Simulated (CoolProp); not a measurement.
The fluid at 298.15 K and 3.23 MPa is compressed adiabatically to 17.6 MPa with isentropic efficiency 0.7. The same conditions are run with several fluids, on thermodynamics alone (safety and materials aside).

The numbers come from the reference Helmholtz-energy equation of state of each fluid (carbon dioxide: Span 1996; nitrous oxide: Lemmon 2006; dry air: Lemmon 2000; oxygen: Schmidt 1985) in CoolProp. Blends and air are pseudo-pure fits.

Rank carbon dioxide, nitrous oxide, dry air, oxygen by work (kJ/kg), highest first.

dry air (275), oxygen (243), carbon dioxide (136), nitrous oxide (131)

```
fluid           final temperature (K)  final density (kg/m³)
--------------  ---------------------  ---------------------
carbon dioxide                  474.2                    225
nitrous oxide                   470.9                    235
dry air                         562.1                    102
oxygen                          552.8                    117
```

Above 300 K oxygen's equation is extrapolated.
